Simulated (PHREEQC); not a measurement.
Model water analysis in mmol/kgw, 20 °C, pH 6.87, pe 2.6: Na 0.000378; K 2.12e-05; Ca 0.000608; Mg 0.00017; Cl 0.000427; S(6) 0.000211; Alkalinity (meq/kgw) 0.0011; Si 2.52e-06; Fe(2) 5.38e-05; F 5.2e-05; B 1.36e-05.

Valence states are taken as typed.

The numbers come from PHREEQC with the ion-association model, phreeqc.dat.

```yaml
ionic_strength: 3.21e-6 mol/kgw
charge_balance_error: 1.4 %
```

```
species  molality  activity   log γ
-------  --------  --------  ------
HCO3-     1.18e-6   1.18e-6  -0.001
Ca+2      6.08e-7   6.03e-7  -0.004
Cl-       4.27e-7   4.26e-7  -0.001
CO2       3.84e-7   3.84e-7   0.000
Na+       3.78e-7   3.77e-7  -0.001
SO4-2     2.11e-7   2.09e-7  -0.004
Mg+2      1.70e-7   1.69e-7  -0.004
H+        1.35e-7   1.35e-7  -0.001
Fe+2      5.37e-8   5.33e-8  -0.004
F-        5.20e-8   5.19e-8  -0.001
```

Precipitation was switched off in this run. SiF6-2 is the database's only silicon fluoride. Real BF4- forms and hydrolyses slowly; the run takes it at equilibrium. Fluoro complexes past AlF4- and FeF3 are missing from the database.
